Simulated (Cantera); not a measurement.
Thermodynamics of hydrogen reduction and annealing atmospheres, feed PbS + H2

A closed system holds: 1 mol PbS, 1.8 mol H2, held at 7.50 Torr.

These are equilibrium values from Cantera (NASA tables, ideal gas, pure condensed phases), not measurements of a reactor. Candidate condensed phases: Pb, PbS, S; 10 gas species. The numbers say what is thermodynamically allowed, not how fast it happens.

```json
[
 {"T (K)": "1650", "x H2": "0.587", "x PbS": "0.224", "x Pb": "0.116", "x S2": "0.0440", "x H2S": "0.0231", "x SH": "0.00447", "x H": "0.000696", "x S": "0.000416"},
 {"T (K)": "1700", "x H2": "0.583", "x PbS": "0.207", "x Pb": "0.130", "x S2": "0.0518", "x H2S": "0.0205", "x SH": "0.00567", "x H": "0.00113", "x S": "0.000719"},
 {"T (K)": "1750", "x H2": "0.579", "x PbS": "0.189", "x Pb": "0.145", "x S2": "0.0594", "x H2S": "0.0181", "x SH": "0.00702", "x H": "0.00177", "x S": "0.00119"},
 {"T (K)": "1800", "x H2": "0.574", "x PbS": "0.171", "x Pb": "0.160", "x S2": "0.0666", "x H2S": "0.0160", "x SH": "0.00852", "x H": "0.00271", "x S": "0.00192"},
 {"T (K)": "1850", "x H2": "0.568", "x PbS": "0.154", "x Pb": "0.174", "x S2": "0.0731", "x H2S": "0.0141", "x SH": "0.0102", "x H": "0.00406", "x S": "0.00298"},
 {"T (K)": "1900", "x H2": "0.562", "x PbS": "0.137", "x Pb": "0.187", "x S2": "0.0790", "x H2S": "0.0124", "x SH": "0.0119", "x H": "0.00595", "x S": "0.00449"},
 {"T (K)": "1950", "x H2": "0.555", "x PbS": "0.122", "x Pb": "0.199", "x S2": "0.0839", "x H2S": "0.0109", "x SH": "0.0138", "x H": "0.00854", "x S": "0.00658"},
 {"T (K)": "2000", "x H2": "0.548", "x PbS": "0.107", "x Pb": "0.210", "x S2": "0.0878", "x H2S": "0.00959", "x SH": "0.0157", "x H": "0.0120", "x S": "0.00942"},
 {"T (K)": "2050", "x H2": "0.540", "x PbS": "0.0939", "x Pb": "0.220", "x S2": "0.0905", "x H2S": "0.00839", "x SH": "0.0176", "x H": "0.0167", "x S": "0.0132"}
]
```
x: gas mole fraction; nothing condenses.

From 1650 K to 2050 K nothing is condensed. The main Pb-bearing gas is PbS at 1650 K and Pb at 2050 K.
